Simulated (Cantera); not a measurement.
**Thermodynamics of metals in furnace atmospheres, feed Ni + H2S + N2**

Feed: 1 mol Ni, a varied amount of H2S, 22 mol N2, at 975 °C and 900 Torr.

Method: chemical equilibrium by Gibbs-energy minimisation in Cantera with the NASA 1993 tables (ideal gas, pure condensed phases). Candidate condensed phases: Ni, NiS, NiS2, Ni3S2, Ni3S4, S; 17 gas species. Metal and sulfide melt together well below either melting point, which pure phases cannot show. Mutual solubility and eutectic melting of coexisting phases are not modelled. Gases not in the tables: S3 to S7. Rates play no part.

| n(H2S) (mol) | x N2 | x H2S | x H2 | x S2 | x SH | x NH3 | x S | x H | n Ni(s) | n Ni3S2(l) |
|---|---|---|---|---|---|---|---|---|---|---|
| 0.13 | 0.994 | 4.63e-5 | 0.00583 | 2.13e-7 | 1.72e-7 | 8.19e-8 | 5.14e-10 | 3.26e-8 | 0.807 | 0.0645 |
| 0.51 | 0.977 | 0.000179 | 0.0225 | 2.13e-7 | 3.37e-7 | 6.15e-7 | 5.14e-10 | 6.41e-8 | 0.241 | 0.253 |
| 0.89 | 0.961 | 0.00911 | 0.0298 | 0.000316 | 1.49e-5 | 9.29e-7 | 1.98e-8 | 7.37e-8 | 0 | 0.333 |
| 1.3 | 0.942 | 0.0235 | 0.0322 | 0.00180 | 3.70e-5 | 1.03e-6 | 4.72e-8 | 7.67e-8 | 0 | 0.333 |
| 1.6 | 0.929 | 0.0331 | 0.0344 | 0.00312 | 5.05e-5 | 1.14e-6 | 6.22e-8 | 7.93e-8 | 0 | 0.333 |
| 2 | 0.912 | 0.0454 | 0.0375 | 0.00493 | 6.62e-5 | 1.28e-6 | 7.81e-8 | 8.28e-8 | 0 | 0.333 |
| 2.4 | 0.896 | 0.0571 | 0.0405 | 0.00669 | 8.02e-5 | 1.43e-6 | 9.10e-8 | 8.61e-8 | 0 | 0.333 |
| 2.8 | 0.880 | 0.0685 | 0.0434 | 0.00837 | 9.28e-5 | 1.57e-6 | 1.02e-7 | 8.91e-8 | 0 | 0.333 |
| 3.1 | 0.868 | 0.0767 | 0.0455 | 0.00958 | 0.000102 | 1.67e-6 | 1.09e-7 | 9.12e-8 | 0 | 0.333 |
| 3.5 | 0.853 | 0.0875 | 0.0482 | 0.0111 | 0.000113 | 1.80e-6 | 1.17e-7 | 9.38e-8 | 0 | 0.333 |
| 3.9 | 0.839 | 0.0979 | 0.0507 | 0.0126 | 0.000123 | 1.93e-6 | 1.25e-7 | 9.62e-8 | 0 | 0.333 |
x: gas mole fraction; n: condensed amount in mol.

From 0.13 mol H2S to 0.51 mol H2S the condensed part is Ni(s) + Ni3S2(l). From 0.89 mol H2S to 3.9 mol H2S the condensed part is Ni3S2(l).
